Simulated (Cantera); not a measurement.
A closed system holds: 1 mol Si, 2 mol HBr, 1.7 mol N2, held at 2.10 Pa.

Equilibrium computed with Cantera from the NASA thermochemical tables; the gas is ideal and each condensed phase is pure. Candidate condensed phases: Br2, Si, Si3N4; 28 gas species. N2 is the only nitrogen source here; it is nearly inert below about 1500 K, so the nitride shown seldom forms there in practice. The tables' values for SiBr, SiBr3 are old estimates; treat these amounts as uncertain. Kinetics and transport are ignored.

### Question
At 1125 °C, list the 5 most abundant gas species with their mole fractions, and the condensed phases.

### Answer
N2 0.411, H2 0.206, SiBr2 0.179, HBr 0.151, Br 0.0523. Condensed: Si3N4(s).
